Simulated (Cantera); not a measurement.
A closed system holds: 1 mol SiH4, 0.24 mol Cl2, 14 mol H2, at 1002 °C and 1.20 Torr.

Equilibrium computed with Cantera from the NASA thermochemical tables; the gas is ideal and each condensed phase is pure. Candidate condensed phases: Si; 19 gas species. The tables' values for SiCl3 are old estimates; treat these amounts as uncertain. Rates play no part.

Base state: H2 0.972, HCl 0.0259, SiCl2 0.00179, SiCl3 2.60e-5, H 1.82e-5 (mole fractions); condensed: Si(s).

**Question.** What changes in the equilibrium state with this change: H2 from 14 to 3.3 mol?

**Answer.** 
```json
[
 {"species": "H2", "before": "0.972", "after": "0.926"},
 {"species": "HCl", "before": "0.0259", "after": "0.0628"},
 {"species": "SiCl2", "before": "0.00179", "after": "0.0111"},
 {"species": "SiCl4", "before": "2.45e-6", "after": "9.39e-5"},
 {"species": "SiCl3", "before": "2.60e-5", "after": "0.000399"},
 {"species": "SiHCl3", "before": "3.72e-6", "after": "5.59e-5"},
 {"species": "Si(s), mol", "before": "0.970", "after": "0.936"}
]
```
